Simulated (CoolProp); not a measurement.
A simple Rankine cycle with hydrogen sulfide: condensing at 297.15 K, boiler at 5.88 MPa, turbine inlet 350.9 K, turbine efficiency 0.8, pump efficiency 0.6, no recuperator. Each further row changes one setting.

Values from CoolProp's reference Helmholtz-energy equation of state, Lemmon 2006. It is a short technical equation, of lower accuracy than the large ones.

```csv
case,thermal efficiency (%),net work (kJ/kg),heat in (kJ/kg),turbine exit temperature (K),volume ratio over the turbine
as stated,9.3,(withheld),394,297.1,2.92
turbine inlet 370.9 K,9.8,43.0,440,297.1,(withheld)
condensing temperature 289.15 K,10.7,(withheld),(withheld),289.1,3.54
boiler pressure 4.12 MPa,7.1,31.6,(withheld),297.1,1.87
turbine efficiency 0.7,(withheld),(withheld),394,297.1,2.96
```

**Question.** Some entries are withheld; supply them.

**Answer.** 
- as stated, net work (kJ/kg): 36.6
- turbine inlet 370.9 K, volume ratio over the turbine: 2.61
- condensing temperature 289.15 K, net work (kJ/kg): 44.0
- condensing temperature 289.15 K, heat in (kJ/kg): 411
- boiler pressure 4.12 MPa, heat in (kJ/kg): 446
- turbine efficiency 0.7, thermal efficiency (%): 7.8
- turbine efficiency 0.7, net work (kJ/kg): 30.9

The expansion ends wet for: as stated; turbine inlet 370.9 K; condensing temperature 289.15 K; boiler pressure 4.12 MPa; turbine efficiency 0.7.
